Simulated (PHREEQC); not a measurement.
Consider water at 75 °C with 0.014 mol/kgw NaHS, 0.043 mol/kgw NaCl and 0.00044 mol/kgw Li2SO4. Closed to the air; pH follows from the charge balance.

The numbers come from PHREEQC with the ion-association model, phreeqc.dat.

```
Item                           Value
--------------------  --------------
pH                              8.54
ionic strength        0.0582 mol/kgw
specific conductance     14300 µS/cm
density                  0.977 g/cm³
total alkalinity         14.0 meq/kg
```

```tsv
species	molality	activity	log γ
Na+	0.0569	0.0455	-0.097
Cl-	0.0430	0.0338	-0.104
HS-	0.0139	0.0109	-0.106
Li+	0.000879	0.000712	-0.092
SO4-2	0.000382	0.000156	-0.390
H2S	0.000111	0.000113	0.006
OH-	9.05e-5	7.09e-5	-0.106
```

Precipitation was switched off in this run. Away from 25 °C the constants follow the database's enthalpies or fits; those with neither stay at their 25 °C values.
